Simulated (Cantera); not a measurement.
A closed system holds: 1 mol CF4, 0.49 mol H2, held at 84000 Pa.

Cantera equilibrium calculation (NASA polynomials, part measured and part estimated; ideal gas, pure solids and liquids). Candidate condensed phases: C, C6H6, C7H8, C8H18; 110 gas species. Ions and electrons are included (thermal ionisation). Rates play no part. All values below are at 4727 °C.

Base state: F 0.660, H 0.140, C 0.132, HF 0.0339, CF 0.0210, C2 0.00979, C3 0.00177, H2 0.000399 (mole fractions); condensed: gas only.

Task: What changes in the equilibrium state with this change: CF4 replaced by CCl4?

Result: 
```json
[
 {"species": "Cl", "before": "0", "after": "0.679"},
 {"species": "H", "before": "0.140", "after": "0.162"},
 {"species": "C", "before": "0.132", "after": "0.141"},
 {"species": "F", "before": "0.660", "after": "0"},
 {"species": "HF", "before": "0.0339", "after": "0"},
 {"species": "CF", "before": "0.0210", "after": "0"},
 {"species": "C2", "before": "0.00979", "after": "0.0111"},
 {"species": "HCl", "before": "0", "after": "0.00350"},
 {"species": "CCl", "before": "0", "after": "0.000377"}
]
```
The tables' values for CCl are old estimates; treat these amounts as uncertain.

Task: What changes in the equilibrium state with this change: CF4 replaced by CH3Cl?

Result: 
```
species    before    after
-------  --------  -------
H           0.140    0.663
Cl              0    0.169
C           0.132    0.141
F           0.660        0
HF         0.0339        0
CF         0.0210        0
C2        0.00979   0.0111
HCl             0  0.00356
CF2      0.000137        0
CCl             0  9.38e-5
```
The tables' values for CCl are old estimates; treat these amounts as uncertain.
